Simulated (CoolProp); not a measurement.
Vapour-liquid equilibrium of dimethyl ether (1) + R227EA (2) at 64.7 kPa; x and y are mole fractions of (1).

Model: multi-fluid Helmholtz-energy mixture model, Wu 2011 and Lemmon 2016; pair parameters Bell 2016, in CoolProp.

Task: Give the bubble temperature and the first vapour's composition at x = 0.275, 0.35, 0.95. Is there an azeotrope?

Result: x = 0.275: -21.9 °C, y = 0.246; x = 0.35: -21.8 °C, y = 0.376; x = 0.95: -33.8 °C, y = 0.987. y crosses x between x = 0.275 and 0.35: the model has an azeotrope there.

The pair parameters rest on a limited set of measurements; away from them the model extrapolates.
